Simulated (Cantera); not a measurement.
Thermodynamics of thermal oxidation and active oxidation of silicon, feed Si + N₂O + H₂

Input: 1 mol Si, 0.57 mol N₂O, a varied amount of H₂, held at 2173.15 K and 13.3 mbar.

These are equilibrium values from Cantera (NASA tables, ideal gas, pure condensed phases), not measurements of a reactor. Candidate condensed phases: H₂O, Si, SiO₂, Si₂N₂O, Si₃N₄; 35 gas species. The tables' values for SiN are old estimates; treat these amounts as uncertain. Gases not in the tables: Si₂H₆ and higher silanes. Kinetics and transport are ignored.

From 1.4 mol H₂ to 14 mol H₂ the condensed part is Si(l). At 20 mol H₂ nothing is condensed. The main Si-bearing gas is SiO throughout. The share of Si in condensed phases is highest at 1.4 mol H₂ (36.7 %) and lowest at 20 mol H₂ (0.0 %).

| n(H₂) (mol) | x H₂ | x SiO | x N₂ | x H | x Si | x SiH | x Si₂ | x Si₂N | n Si(l) |
|---|---|---|---|---|---|---|---|---|---|
| 1.4 | 0.515 | 0.216 | 0.216 | 0.0300 | 0.0212 | 0.000822 | 0.000323 | 0.000229 | 0.367 |
| 1.9 | 0.585 | 0.180 | 0.180 | 0.0320 | 0.0212 | 0.000875 | 0.000323 | 0.000209 | 0.355 |
| 2.7 | 0.658 | 0.143 | 0.142 | 0.0339 | 0.0212 | 0.000929 | 0.000323 | 0.000186 | 0.335 |
| 3.8 | 0.720 | 0.111 | 0.111 | 0.0355 | 0.0212 | 0.000971 | 0.000323 | 0.000164 | 0.308 |
| 5.2 | 0.768 | 0.0863 | 0.0861 | 0.0367 | 0.0212 | 0.00100 | 0.000323 | 0.000145 | 0.273 |
| 7.3 | 0.810 | 0.0648 | 0.0646 | 0.0376 | 0.0212 | 0.00103 | 0.000323 | 0.000125 | 0.222 |
| 10 | 0.841 | 0.0490 | 0.0489 | 0.0383 | 0.0212 | 0.00105 | 0.000323 | 0.000109 | 0.155 |
| 14 | 0.866 | 0.0361 | 0.0360 | 0.0389 | 0.0212 | 0.00107 | 0.000323 | 9.36e-5 | 0.0564 |
| 20 | 0.890 | 0.0259 | 0.0259 | 0.0395 | 0.0177 | 0.000901 | 0.000225 | 5.53e-5 | 0 |
x: gas mole fraction; n: condensed amount in mol.
